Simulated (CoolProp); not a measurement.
Model: reference Helmholtz-energy equation of state, Schmidt 1985, in CoolProp. Above 300 K oxygen's equation is extrapolated.

Task: For oxygen, give the phase and the cp (kJ/(kg K)), speed of sound (m/s), viscosity (µPa s), conductivity (mW/(m K)) at 576.85 °C and 0.176 MPa; 506.85 °C and 15 MPa.

Result: 
- 576.85 °C and 0.176 MPa: gas; cp 1.06, speed of sound 541, viscosity 44.1, conductivity 63.0
- 506.85 °C and 15 MPa: supercritical; cp 1.07, speed of sound 546, viscosity 43.3, conductivity 61.3

Viscosity comes from a separate model (Lemmon 2004). Thermal conductivity comes from a separate model (Lemmon 2004).
